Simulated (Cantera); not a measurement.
Input: 1 mol TiO2, 18 mol Cl2, 0.84 mol O2, held at 2.70 mbar.

Cantera equilibrium calculation (NASA polynomials, part measured and part estimated; ideal gas, pure solids and liquids). Candidate condensed phases: Ti, TiCl2, TiCl3, TiCl4, TiO, TiO2, Ti2O3, Ti3O5, Ti4O7; 15 gas species. Equilibrium is a limit: real reactors are often held back by kinetics, nucleation or transport. All values below are at 1248 K.

Base state: Cl2 0.823, Cl 0.134, O2 0.0422, TiCl4 0.000597, ClO 5.13e-5 (mole fractions); condensed: TiO2(rutile).

**Question.** What changes in the equilibrium state with this change: pressure from 2.70 mbar to 1.33 mbar?

**Answer.** 
```
species              before     after
-----------------  --------  --------
Cl2                   0.823     0.774
Cl                    0.134     0.184
O2                   0.0422    0.0410
TiCl4              0.000597  0.000543
ClO                 5.13e-5   4.91e-5
TiO2(rutile), mol     0.988     0.989
```
